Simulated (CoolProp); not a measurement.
A simple Rankine cycle with R1233zd(E): condensing at 324.15 K, boiler at 1.2 MPa, turbine inlet 394.6 K, turbine efficiency 0.8, pump efficiency 0.7, no recuperator. Each further row changes one setting.

Computed with CoolProp (reference Helmholtz-energy equation of state, Akasaka 2022).

| case | thermal efficiency (%) | net work (kJ/kg) | heat in (kJ/kg) | turbine exit temperature (K) | volume ratio over the turbine |
|---|---|---|---|---|---|
| as stated | 9.6 | 21.7 | 226 | 354.8 | 4.18 |
| turbine inlet 414.6 K | 9.5 | 23.6 | 247 | (withheld) | 4.07 |
| condensing temperature 316.15 K | (withheld) | 25.6 | (withheld) | 349.1 | 5.31 |
| boiler pressure 0.84 MPa | 7.4 | 17.2 | 233 | 367.1 | 2.81 |
| turbine efficiency 0.7 | 8.3 | 18.8 | 226 | (withheld) | 4.23 |

Question: Fill in the missing entries.

Answer: 
- turbine inlet 414.6 K, turbine exit temperature (K): 375.9
- condensing temperature 316.15 K, thermal efficiency (%): 10.9
- condensing temperature 316.15 K, heat in (kJ/kg): 236
- turbine efficiency 0.7, turbine exit temperature (K): 358.0
